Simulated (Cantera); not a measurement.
A Cantera script and what it prints.

```python
import numpy as np
import cantera as ct

gas_names = [...]  # 91 gases of nasa_gas.yaml made of C, Cl, H
cond_names = """
    C(gr) C6H6(L) C7H8(L) C8H18(L),n-octa
""".split()


# ... load() reads the species with a 1 bar reference pressure and builds the phases ...
atoms = {
    'CH3Cl': {'C': 1, 'H': 3, 'CL': 1},
    'HCl': {'H': 1, 'CL': 1},
}
top_T = {'C(gr)': 4500}  # K; cautious upper limits of use, not melting points


# ... equilibrate(T, P, feed) seeds the gas with the atoms and calls Mixture.equilibrate('TP', solver="vcs", rtol=1e-11, max_steps=5000) ...
results = []
feed = {'CH3Cl': 1, 'HCl': 0.05}  # mol
T = 2925  # K
P = 480  # Pa
mix = equilibrate(T, P, feed)
results.append((T, P, feed, dict(zip(mix.species_names, mix.species_moles))))
print(gas.report(threshold=1e-05))
for i in range(1, mix.n_phases):
    print(f"{mix.phase(i).name:16s} {mix.phase_moles(i):12.5e} mol")
```

Result:

```
       temperature   2925 K
          pressure   480 Pa
           density   0.00024638 kg/m^3
  mean mol. weight   12.483 kg/kmol
   phase of matter   gas

                          1 kg             1 kmol
                     ---------------   ---------------
          enthalpy        1.9558e+07        2.4415e+08  J
   internal energy         1.761e+07        2.1983e+08  J
           entropy             19773        2.4683e+05  J/K
    Gibbs function       -3.8278e+07       -4.7784e+08  J
 heat capacity c_p            2010.1             25092  J/K
 heat capacity c_v              1344             16778  J/K

                      mass frac. Y      mole frac. X     chem. pot. / RT
                     ---------------   ---------------   ---------------
                 C          0.004886         0.0050781           -3.6374
               CCL        4.1897e-05         1.102e-05           -29.038
                CH        5.8852e-05        5.6431e-05           -17.842
                C2         0.0055089         0.0028628           -7.2749
               C2H         0.0086928         0.0043354            -21.48
             C2HCL        0.00029139        6.0144e-05            -46.88
    C2H2,acetylene          0.010273          0.004925           -35.685
   C2H2,vinylidene         2.712e-05        1.3002e-05           -35.685
                C3          0.082564          0.028604           -10.912
                C4        0.00029869        7.7609e-05            -14.55
              C4H2        0.00040972        0.00010217           -42.959
                C5         0.0019949        0.00041468           -18.187
                CL           0.65192           0.22957           -25.401
                 H          0.045723           0.56624           -14.205
               HCL           0.17128          0.058646           -39.605
                H2          0.015987          0.098993            -28.41
     [  +75 minor]        4.2605e-05        1.1694e-05

C(gr)             5.69642e-01 mol
```

Cantera equilibrium calculation (NASA polynomials, part measured and part estimated; ideal gas, pure solids and liquids). The tables' values for CCl are old estimates; treat these amounts as uncertain.
